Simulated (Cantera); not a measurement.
## Thermodynamics of metals in furnace atmospheres, feed Pb + O2 + CO

Charge: 1 mol Pb, 0.11 mol O2, 0.72 mol CO, equilibrated at 5.60 mbar.

These are equilibrium values from Cantera (NASA tables, ideal gas, pure condensed phases), not measurements of a reactor. Candidate condensed phases: C, Pb, PbO, PbO2, Pb3O4; 15 gas species. Equilibrium is a limit: real reactors are often held back by kinetics, nucleation or transport.

At 725 K the condensed part is C(graphite) + Pb(l). From 825 K to 1225 K the condensed part is Pb(l). From 1325 K to 1625 K nothing is condensed. The main Pb-bearing gas is Pb throughout.

```json
[
 {"T (K)": "725", "log p CO2": "-2.40", "log p CO": "-2.78", "log p Pb": "-8.47", "log p PbO": "<-14", "log p Pb2": "<-14", "log p O": "<-14", "log p O2": "<-14", "n C(graphite)": "0.169", "n Pb(l)": "1.00"},
 {"T (K)": "825", "log p CO2": "-2.77", "log p CO": "-2.41", "log p Pb": "-6.84", "log p PbO": "<-14", "log p Pb2": "-13.73", "log p O": "<-14", "log p O2": "<-14", "n C(graphite)": "0", "n Pb(l)": "1.000"},
 {"T (K)": "925", "log p CO2": "-2.77", "log p CO": "-2.41", "log p Pb": "-5.57", "log p PbO": "-12.31", "log p Pb2": "-11.60", "log p O": "<-14", "log p O2": "<-14", "n C(graphite)": "0", "n Pb(l)": "1.000"},
 {"T (K)": "1025", "log p CO2": "-2.77", "log p CO": "-2.41", "log p Pb": "-4.56", "log p PbO": "-10.43", "log p Pb2": "-9.90", "log p O": "<-14", "log p O2": "<-14", "n C(graphite)": "0", "n Pb(l)": "0.996"},
 {"T (K)": "1125", "log p CO2": "-2.78", "log p CO": "-2.43", "log p Pb": "-3.72", "log p PbO": "-8.89", "log p Pb2": "-8.51", "log p O": "<-14", "log p O2": "<-14", "n C(graphite)": "0", "n Pb(l)": "0.975"},
 {"T (K)": "1225", "log p CO2": "-2.85", "log p CO": "-2.49", "log p Pb": "-3.03", "log p PbO": "-7.60", "log p Pb2": "-7.35", "log p O": "<-14", "log p O2": "<-14", "n C(graphite)": "0", "n Pb(l)": "0.856"},
 {"T (K)": "1325", "log p CO2": "-3.15", "log p CO": "-2.79", "log p Pb": "-2.49", "log p PbO": "-6.56", "log p Pb2": "-6.46", "log p O": "-13.52", "log p O2": "-13.92", "n C(graphite)": "0", "n Pb(l)": "0"},
 {"T (K)": "1425", "log p CO2": "-3.15", "log p CO": "-2.79", "log p Pb": "-2.49", "log p PbO": "-6.13", "log p Pb2": "-6.63", "log p O": "-12.04", "log p O2": "-12.36", "n C(graphite)": "0", "n Pb(l)": "0"},
 {"T (K)": "1525", "log p CO2": "-3.15", "log p CO": "-2.79", "log p Pb": "-2.49", "log p PbO": "-5.76", "log p Pb2": "-6.78", "log p O": "-10.76", "log p O2": "-11.02", "n C(graphite)": "0", "n Pb(l)": "0"},
 {"T (K)": "1625", "log p CO2": "-3.15", "log p CO": "-2.79", "log p Pb": "-2.49", "log p PbO": "-5.44", "log p Pb2": "-6.91", "log p O": "-9.63", "log p O2": "-9.84", "n C(graphite)": "0", "n Pb(l)": "0"}
]
```
log p: log10 of the partial pressure in bar; n: condensed amount in mol.
